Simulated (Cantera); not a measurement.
Feed: 1 mol BF₃, 0.074 mol H₂O, 180 mol H₂, equilibrated at 2073.15 K and 100 Torr.

Equilibrium computed with Cantera from the NASA thermochemical tables; the gas is ideal and each condensed phase is pure. Candidate condensed phases: B, B₂O₃, B₃O₃H₃, H₂O; 43 gas species. The tables' values for BF₂, BH₂ are old estimates; treat these amounts as uncertain. The numbers say what is thermodynamically allowed, not how fast it happens.

Base state: H₂ 0.978, HF 0.00941, H 0.00713, BF 0.00355, BF₂ 0.00107, BOF 0.000303, BHF₂ 0.000224, BF₃ 0.000193 (mole fractions); condensed: gas only.

### Question
What changes in the equilibrium state with this change: BF₃ replaced by borazine?

### Answer
| species | before | after |
|---|---|---|
| H₂ | 0.978 | 0.989 |
| H | 0.00713 | 0.00717 |
| N₂ | 0 | 0.00253 |
| HF | 0.00941 | 0 |
| BF | 0.00355 | 0 |
| BH₂ | 3.44e-5 | 0.000694 |
| BF₂ | 0.00107 | 0 |
| BOF | 0.000303 | 0 |
| BHF₂ | 0.000224 | 0 |
| BF₃ | 0.000193 | 0 |
| B(s), mol | 0 | 0.727 |
| BN(s), mol | 0 | 2.07 |
The feed counts by its element totals alone. Mutual solubility and eutectic melting of coexisting phases are not modelled. The tables' values for BH₂ are old estimates; treat these amounts as uncertain. Gases not in the tables: B₂H₆ and higher boranes. Further candidate phases: BN.
